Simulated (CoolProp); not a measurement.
The numbers come from the reference Helmholtz-energy equation of state, Thol 2015 in CoolProp.

Give the vapour pressure (MPa), liquid density (kg/m³), vapour density (kg/m³), surface tension (mN/m) of saturated octamethylcyclotetrasiloxane (D4) at 445.8 K.


| T (K) | p (MPa) | liquid density (kg/m³) | vapour density (kg/m³) | surface tension (mN/m) |
|---|---|---|---|---|
| 445.8 | 0.0936 | 770 | 8.08 | 7.58 |

Surface tension comes from a separate correlation (Mulero 2014), older than this fluid's equation and unchecked against measurements.
